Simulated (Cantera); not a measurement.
A perfectly stirred reactor is fed with C2H6 : N2 = 2.9 : 140 (molar parts), at 1.01 bar; it is held at 1675 K, and followed from long to short residence time.

Detailed kinetics in Cantera: GRI-Mech 3.0 (53 species, 325 reactions). GRI-Mech 3.0 stops at C3 and has no aromatics, soot or wall deposition, so with more carbon than oxygen in the feed, carbon stays in small species such as C2H2 where larger ones or solid carbon would form.

Q: Predict: x(C2H6) at τ = 16.0 s; x(CH3) at τ = 16.0 s; x(HCN) at τ = 16.0 s; x(C2H2) at τ = 16.0 s; x(CH4) at τ = 16.0 s; x(C2H6) at τ = 0.100 s; x(CH3) at τ = 0.100 s; x(HCN) at τ = 0.100 s; x(C2H2) at τ = 0.100 s; x(CH4) at τ = 0.100 s.

A: 
```json
{
  "x(C2H6) at τ = 16.0 s": "2.35e-7",
  "x(CH3) at τ = 16.0 s": "1.18e-5",
  "x(HCN) at τ = 16.0 s": "1.65e-5",
  "x(C2H2) at τ = 16.0 s": "0.0190",
  "x(CH4) at τ = 16.0 s": "0.000928",
  "x(C2H6) at τ = 0.100 s": "2.59e-5",
  "x(CH3) at τ = 0.100 s": "0.000117",
  "x(HCN) at τ = 0.100 s": "3.39e-6",
  "x(C2H2) at τ = 0.100 s": "0.0170",
  "x(CH4) at τ = 0.100 s": "0.00480"
}
```
